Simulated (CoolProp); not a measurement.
Saturation properties of CF4 (R14).

Values from CoolProp's reference Helmholtz-energy equation of state, Platzer 1990. This equation is an older, rougher fit; its heat capacities, sound speeds and derivatives of the liquid may be far off and weren't checked against measurements.

```csv
T (K),p (kPa),liquid density (kg/m³),vapour density (kg/m³),surface tension (mN/m),liquid viscosity (µPa s)
127.5,24.13,1694,2.026,15.3,335
130.3,31.23,1680,2.573,14.7,315
133.2,40.26,1665,3.255,14.2,296
136,50.85,1651,4.041,13.7,279
138.9,64.05,1636,5.004,13.1,263
141.7,79.22,1621,6.094,12.6,249
144.6,97.78,1606,7.409,12.1,236
147.4,118.7,1591,8.877,11.6,224
150.3,144.0,1575,10.62,11.1,213
153.1,172.1,1560,12.55,10.6,203
```

It boils at 145.1 K under 1 atm.

Viscosity comes from a separate model (Huber 2003), an estimate that may be off by 10 % or more. Surface tension comes from a separate correlation (Mulero 2012).
